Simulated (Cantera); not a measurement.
A Cantera script and what it prints.

```python
import numpy as np
import cantera as ct

gas_names = """
    H HO2 H2 H2O H2O2 O OH O2 O3 V VO VO2
""".split()
cond_names = """
    H2O(s) H2O(L) V(cr) V(L) VO(s) VO(L) V2O3(s) V2O3(L) V2O4(I) V2O4(II) V2O4(L) V2O5(s) V2O5(L)
""".split()


# ... load() reads the species with a 1 bar reference pressure and builds the phases ...
atoms = {
    'V2O3': {'V': 2, 'O': 3},
    'H2': {'H': 2},
    'H2O': {'H': 2, 'O': 1},
}
top_T = {}  # K; cautious upper limits of use, not melting points


# ... equilibrate(T, P, feed) seeds the gas with the atoms and calls Mixture.equilibrate('TP', solver="vcs", rtol=1e-11, max_steps=5000) ...
results = []
feed = {'V2O3': 1, 'H2': 1800, 'H2O': 0.092}  # mol
T = 898  # K
P = 1000  # Pa
mix = equilibrate(T, P, feed)
results.append((T, P, feed, dict(zip(mix.species_names, mix.species_moles))))
x = sorted(zip(gas.X, gas.species_names), reverse=True)
print(f"T = {T:g} K  P = {P:g} Pa  gas = {mix.phase_moles(0):.4g} mol")
print("   x: " + "  ".join(f"{s} {v:.3e}" for v, s in x if v > 0.0001))
print("   condensed (mol): " + ("  ".join(f"{mix.phase(i).name} {mix.phase_moles(i):.4g}"
      for i in range(1, mix.n_phases) if mix.phase_moles(i) > 1e-12) or "none"))
```

Output:

```
T = 898 K  P = 1000 Pa  gas = 1800 mol
   x: H2 9.999e-01
   condensed (mol): V2O3(s) 1
```

Cantera equilibrium calculation (NASA polynomials, part measured and part estimated; ideal gas, pure solids and liquids). Condensed phases not in the tables: the oxides between V2O3 and V2O5 other than VO2.
